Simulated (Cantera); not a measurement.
An adiabatic, constant-volume homogeneous reactor starts with CH₄ : H₂ : O₂ : N₂ = 1 : 0.066 : 2.67 : 10.1 (molar parts), at 1350 K and 1.50 bar.

Computed with Cantera and GRI-Mech 3.0 (53 species, 325 reactions).

One state of this run: T (K) = 2778; P (bar) = 3.15; x CH₄ = <1e-12; x H₂ = 0.00695; x O₂ = 0.0438; x HO₂ = 1.28e-5; x C₂H₄ = <1e-12; x HCN = 4.76e-10. x: mole fraction; the columns are a selection and need not sum to one.

Problem. Which value of t (s) does it belong to?
A. 1.31
B. 0.00160
C. 5.61e-5
D. 1.83e-5

Solution. A, 1.31
